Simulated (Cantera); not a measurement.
Standard-state values (1 bar) from the NASA 1993 polynomials, evaluated with Cantera. Values are per mole of reaction as written; species without (g) are pure solids or liquids, kept so even where they would boil at 1 bar.

Question: Between 300 and 1000 K, where is each reaction favourable under standard conditions?
- 3 Cu + 2 O3(g) + 6 HF(g) = 3 H2O2(g) + 3 CuF2
- 3 CuF2 + 2 O3(g) + 6 H(g) = 3 F2(g) + 3 Cu(OH)2

Answer: 
- 3 Cu + 2 O3(g) + 6 HF(g) = 3 H2O2(g) + 3 CuF2: ΔG° is -469 kJ at 300 K and -5 kJ at 1000 K; it stays negative (K > 1). ΔH° is -639 kJ and ΔS° -634 J/K at 1000 K.
- 3 CuF2 + 2 O3(g) + 6 H(g) = 3 F2(g) + 3 Cu(OH)2: ΔG° is -1186 kJ at 300 K and -844 kJ at 1000 K; it stays negative (K > 1). ΔH° is -1352 kJ and ΔS° -508 J/K at 1000 K.
